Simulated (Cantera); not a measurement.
What does this Cantera script print?

```python
import numpy as np
import cantera as ct

gas_names = """
    H HO2 H2 H2O H2O2 O OH O2 O3 Pb PbO Pb2
""".split()
cond_names = """
    H2O(s) H2O(L) Pb(cr) Pb(L) PbO(rd) PbO(yw) PbO(L) PbO2(s) Pb3O4(s)
""".split()


# ... load() reads the species with a 1 bar reference pressure and builds the phases ...
atoms = {
    'Pb': {'Pb': 1},
    'O2': {'O': 2},
    'H2': {'H': 2},
}
top_T = {'Pb3O4(s)': 820}  # K; cautious upper limits of use, not melting points


# ... equilibrate(T, P, feed) seeds the gas with the atoms and calls Mixture.equilibrate('TP', solver="vcs", rtol=1e-11, max_steps=5000) ...
results = []
feed = {'Pb': 1, 'O2': 0.037, 'H2': 0.24}  # mol
P = 1333.22  # Pa
for T in [500, 575, 650, 725, 800, 875, 950]:
    mix = equilibrate(T, P, feed)
    results.append((T, P, feed, dict(zip(mix.species_names, mix.species_moles))))

top = {s: max(r[3][s] / sum(r[3][g] for g in gas_names) for r in results) for s in gas_names}
cols = sorted((s for s in top if top[s] > 0.0001), key=lambda s: -top[s])[:8]
seen = [c for c in cond_names if any(r[3].get(c, 0) > 1e-12 for r in results)]
print("log10 of partial pressures in bar; condensed amounts in mol")
print(f"{'T/K':>10s}" + "".join(f"{s[:9]:>10s}" for s in cols + seen))
for T, P, feed, n in results:
    ng = sum(n[g] for g in gas_names)
    print(f"{T:10.4g}" + "".join(f"{np.log10(max(n[s] / ng * P / 1e5, 1e-99)):10.3f}" for s in cols)
          + "".join(f"{n.get(c, 0):10.4g}" for c in seen))
```

Output:

```
log10 of partial pressures in bar; condensed amounts in mol
       T/K        H2       H2O        Pb    Pb(cr)     Pb(L)
       500    -2.035    -2.386   -14.655         1         0
       575    -2.035    -2.386   -12.018         1         0
       650    -2.035    -2.386   -10.029         0         1
       725    -2.035    -2.386    -8.472         0         1
       800    -2.035    -2.386    -7.212         0         1
       875    -2.035    -2.386    -6.171         0         1
       950    -2.035    -2.386    -5.298         0    0.9999
```

Cantera equilibrium calculation (NASA polynomials, part measured and part estimated; ideal gas, pure solids and liquids).
